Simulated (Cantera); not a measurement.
A Cantera script and what it prints.

```python
import numpy as np
import cantera as ct

gas_names = """
    CL CL2 H HCL H2 Si SiCL SiCL2 SiCL3 SiCL4 SiH SiHCL3 SiH2 SiH2CL2 SiH3 SiH3CL SiH4 Si2 Si3
""".split()
cond_names = """
    Si(cr) Si(L)
""".split()


# ... load() reads the species with a 1 bar reference pressure and builds the phases ...
atoms = {
    'SiCl4': {'Si': 1, 'CL': 4},
    'Cl2': {'CL': 2},
    'H2': {'H': 2},
}
top_T = {}  # K; cautious upper limits of use, not melting points


# ... equilibrate(T, P, feed) seeds the gas with the atoms and calls Mixture.equilibrate('TP', solver="vcs", rtol=1e-11, max_steps=5000) ...
results = []
feed = {'SiCl4': 1, 'Cl2': 0.23, 'H2': 210}  # mol
T = 898  # K
P = 53000  # Pa
mix = equilibrate(T, P, feed)
results.append((T, P, feed, dict(zip(mix.species_names, mix.species_moles))))
x = sorted(zip(gas.X, gas.species_names), reverse=True)
print(f"T = {T:g} K  P = {P:g} Pa  gas = {mix.phase_moles(0):.4g} mol")
print("   x: " + "  ".join(f"{s} {v:.3e}" for v, s in x if v > 0.001))
print("   condensed (mol): " + ("  ".join(f"{mix.phase(i).name} {mix.phase_moles(i):.4g}"
      for i in range(1, mix.n_phases) if mix.phase_moles(i) > 1e-12) or "none"))
```

Output:

```
T = 898 K  P = 53000 Pa  gas = 211.2 mol
   x: H2 9.910e-01  HCL 4.237e-03  SiCL4 2.792e-03  SiHCL3 1.817e-03
   condensed (mol): none
```

Method: chemical equilibrium by Gibbs-energy minimisation in Cantera with the NASA 1993 tables (ideal gas, pure condensed phases). The tables' values for SiCl3 are old estimates; treat these amounts as uncertain.
